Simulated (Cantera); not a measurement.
A Cantera script and what it prints.

```python
import numpy as np
import cantera as ct

gas_names = """
    CL CL2 H HCL H2 Pb PbCL PbCL2 PbCL4 Pb2
""".split()
cond_names = """
    Pb(cr) Pb(L) PbCL2(s) PbCL2(L)
""".split()


def load(file, names, dense=False):
    # The tables refer to 1 bar. Condensed volumes are neglected.
    table = {s.name: s for s in ct.Species.list_from_file(file)}
    out = []
    for n in names:
        d = dict(table[n].input_data)
        d["thermo"] = dict(d["thermo"], **{"reference-pressure": 1e5})
        if dense:
            d["equation-of-state"] = {"model": "constant-volume", "density": "1e6 g/cm^3"}
        out.append(ct.Species.from_dict(d))
    return out


gas = ct.Solution(thermo="ideal-gas", species=load("nasa_gas.yaml", gas_names))
cond = {s.name: ct.Solution(thermo="fixed-stoichiometry", species=[s], name=s.name)
        for s in load("nasa_condensed.yaml", cond_names, dense=True)}
atoms = {
    'PbCl2': {'Pb': 1, 'CL': 2},
    'H2': {'H': 2},
}
top_T = {}  # K; cautious upper limits of use, not melting points


def equilibrate(T, P, feed):
    n = {}
    for name, mol in feed.items():
        for a, k in atoms[name].items():
            n[a] = n.get(a, 0.0) + k * mol
    gas.TPX = T, P, n
    mass = sum(n.values()) * gas.mean_molecular_weight
    gas.equilibrate("TP")
    valid = [c for c in cond.values() if c.min_temp <= T <= top_T.get(c.name, c.max_temp)]
    mix = ct.Mixture([(gas, mass / gas.mean_molecular_weight)] + [(c, 0.0) for c in valid])
    mix.T, mix.P = T, P
    mix.equilibrate("TP", solver="vcs", rtol=1e-11, max_steps=5000)
    return mix


results = []
feed = {'PbCl2': 1, 'H2': 2.1}  # mol
T = 1673.15  # K
P = 100000  # Pa
mix = equilibrate(T, P, feed)
results.append((T, P, feed, dict(zip(mix.species_names, mix.species_moles))))
print(gas.report(threshold=1e-05))
for i in range(1, mix.n_phases):
    print(f"{mix.phase(i).name:16s} {mix.phase_moles(i):12.5e} mol")
```

It prints:

```
       temperature   1673.2 K
          pressure   1e+05 Pa
           density   0.56335 kg/m^3
  mean mol. weight   78.37 kg/kmol
   phase of matter   gas

                          1 kg             1 kmol
                     ---------------   ---------------
          enthalpy        3.0058e+05        2.3556e+07  J
   internal energy        1.2307e+05        9.6449e+06  J
           entropy            3160.2        2.4767e+05  J/K
    Gibbs function        -4.987e+06       -3.9083e+08  J
 heat capacity c_p            449.09             35195  J/K
 heat capacity c_v               343             26881  J/K

                      mass frac. Y      mole frac. X     chem. pot. / RT
                     ---------------   ---------------   ---------------
                CL        1.6875e-05        3.7306e-05            -23.78
                 H        9.7679e-07        7.5944e-05             -9.87
               HCL           0.12976           0.27892            -33.65
                H2          0.011407           0.44342            -19.74
                Pb           0.14898          0.056348           -12.197
              PbCL           0.51461            0.1662           -35.978
             PbCL2           0.19491          0.054928           -59.758
             PbCL4        0.00015142        3.4002e-05           -107.32
               Pb2        0.00017158        3.2449e-05           -24.395
     [   +1 minor]        4.5465e-08        5.0255e-08

Pb(L)             0.00000e+00 mol
PbCL2(L)          0.00000e+00 mol
```

Equilibrium computed with Cantera from the NASA thermochemical tables; the gas is ideal and each condensed phase is pure. The tables' values for PbCl4 are old estimates; treat these amounts as uncertain.
